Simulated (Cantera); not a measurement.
A freely propagating, adiabatic, planar premixed flame of 22.0 % H₂, 15.5 % O₂, 60.5 % N₂, 2.05 % H₂O, equivalence ratio 0.71, unburnt at 723 K and 3750 Torr; multicomponent transport, grid criteria slope 0.08 and curve 0.16, no radiation.

Model: the H2/O2 subset of GRI-Mech 3.0, which has no nitrogen chemistry, integrated in Cantera. The hydrogen kinetics of GRI-Mech 3.0 are dated; newer H2 mechanisms differ, most at raised pressure. Burning velocities carry a grid error of a few per cent, more on coarse grids.

Q: Predict: laminar burning velocity; thermal thickness; peak x(OH); peak x(H₂O₂); peak x(HO₂).

A: 
- laminar burning velocity = 585 cm/s
- thermal thickness = 0.0606 mm
- peak x(OH) = 0.0143
- peak x(H₂O₂) = 7.32e-5
- peak x(HO₂) = 0.000811
